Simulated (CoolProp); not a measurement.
Values from CoolProp's reference Helmholtz-energy equation of state, Thol 2018.

For hydrogen chloride, give the phase and the cp (kJ/(kg K)), cv (kJ/(kg K)), speed of sound (m/s) at 83.65 °C and 92.4 bar; 83.65 °C and 185 bar.


- 83.65 °C and 92.4 bar: supercritical; cp 2.18, cv 0.833, speed of sound 282
- 83.65 °C and 185 bar: supercritical; cp 2.93, cv 0.867, speed of sound 386
